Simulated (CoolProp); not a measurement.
Vapour-liquid equilibrium of R125 (1) + isobutane (2) at 240.8 K; x and y are mole fractions of (1).

The numbers come from the multi-fluid Helmholtz-energy mixture model, Lemmon 2005 and Bücker 2006; pair parameters Bell 2016 in CoolProp.

```
x     bubble pressure, mixture model (kPa)  bubble pressure, Raoult's law (kPa)  y, mixture model  y, Raoult's law
----  ------------------------------------  -----------------------------------  ----------------  ---------------
0.05                                 78.66                                50.03             0.485            0.207
0.2                                  151.6                                74.80             0.758            0.553
0.35                                 184.4                                99.56             0.816            0.727
0.5                                  196.8                                124.3             0.837            0.832
0.65                                 202.1                                149.1             0.849            0.902
0.8                                  207.1                                173.9             0.871            0.952
0.95                                 209.7                                198.6             0.944            0.989
```

The largest gap from Raoult's law is +102.7 % in bubble pressure, at x = 0.2. y crosses x between x = 0.8 and 0.95: the model has an azeotrope there.

Pair parameters are fitted to limited data, so mixtures are less certain than the pure fluids. With so large a gap from Raoult's law the liquid may split in two, which this calculation doesn't test in full.
